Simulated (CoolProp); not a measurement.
Saturation properties of nitrogen (Tc = 126.2 K, pc = 3.396 MPa, ω = 0.037).

The numbers come from the reference Helmholtz-energy equation of state, Span 2000 in CoolProp.

```tsv
T (K)	p (MPa)	liquid density (kg/m³)	vapour density (kg/m³)	liquid viscosity (µPa s)
75.6	0.08196	814.0	3.793	172
78.5	0.1157	800.9	5.214	154
81.3	0.1575	787.9	6.934	138
84.1	0.2096	774.5	9.050	125
86.9	0.2737	760.8	11.62	114
89.8	0.3543	746.1	14.83	103
92.6	0.4475	731.3	18.55	94.7
95.4	0.5573	716.0	22.95	86.9
98.2	0.6854	700.0	28.14	79.9
101.1	0.8393	682.6	34.50	73.3
103.9	1.010	664.8	41.76	67.5
106.7	1.204	645.8	50.34	62.0
109.5	1.424	625.3	60.55	56.9
112.4	1.680	602.0	73.32	51.8
115.2	1.958	576.8	88.49	46.9
```

It boils at 77.4 K under 1 atm.

Viscosity comes from a separate model (Lemmon 2004).
